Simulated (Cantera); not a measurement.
Si2Cl6 + H2 (silicon epitaxy and polysilicon growth)

Charge: 1 mol Si2Cl6, a varied amount of H2, at 1723 K and 0.0430 bar.

Cantera equilibrium calculation (NASA polynomials, part measured and part estimated; ideal gas, pure solids and liquids). Candidate condensed phases: Si; 19 gas species. The feed counts by its element totals alone. The tables' values for SiCl3, SiCl are old estimates; treat these amounts as uncertain. Gases not in the tables: Si2H6 and higher silanes. Rates play no part.

From 3.5 mol H2 to 6.6 mol H2 nothing is condensed. From 13 mol H2 to 310 mol H2 the condensed part is Si(l). The main Si-bearing gas is SiCl2 throughout.

```tsv
n(H2) (mol)	x H2	x SiCl2	x HCl	x SiCl3	x SiCl4	x H	n Si(l)
3.5	0.401	0.289	0.286	0.0195	0.00246	0.000557	0
6.6	0.590	0.200	0.200	0.00778	0.000567	0.000675	0
13	0.737	0.107	0.151	0.00282	0.000139	0.000755	0.234
24	0.832	0.0530	0.113	0.000978	3.39e-5	0.000802	0.537
45	0.898	0.0232	0.0776	0.000283	6.49e-6	0.000833	0.868
86	0.941	0.00892	0.0493	6.76e-5	9.61e-7	0.000853	1.19
160	0.966	0.00326	0.0302	1.49e-5	1.28e-7	0.000864	1.45
310	0.981	0.00103	0.0171	2.64e-6	1.28e-8	0.000871	1.66
```
x: gas mole fraction; n: condensed amount in mol.
